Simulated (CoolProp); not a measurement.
Vapour-liquid equilibrium of n-heptane (1) + m-xylene (2) at 374.4 K; x and y are mole fractions of (1).

Computed with CoolProp (multi-fluid Helmholtz-energy mixture model, Span 2003 and Zhou 2012; pair parameters Bell 2016).

| x | bubble pressure, mixture model (kPa) | bubble pressure, Raoult's law (kPa) | y, mixture model | y, Raoult's law |
|---|---|---|---|---|
| 0.05 | 38.01 | 36.41 | 0.183 | 0.151 |
| 0.15 | 47.85 | 44.17 | 0.412 | 0.374 |
| 0.25 | 56.57 | 51.93 | 0.553 | 0.530 |
| 0.35 | 64.50 | 59.69 | 0.652 | 0.646 |
| 0.45 | 71.91 | 67.46 | 0.728 | 0.735 |
| 0.55 | 79.00 | 75.22 | 0.791 | 0.805 |
| 0.65 | 85.92 | 82.98 | 0.845 | 0.863 |
| 0.75 | 92.77 | 90.74 | 0.894 | 0.910 |
| 0.85 | 99.65 | 98.50 | 0.938 | 0.950 |
| 0.95 | 106.6 | 106.3 | 0.980 | 0.985 |

The largest gap from Raoult's law is +8.9 % in bubble pressure, at x = 0.25. No azeotrope shows between x = 0.05 and 0.95.

The pair parameters rest on a limited set of measurements; away from them the model extrapolates.
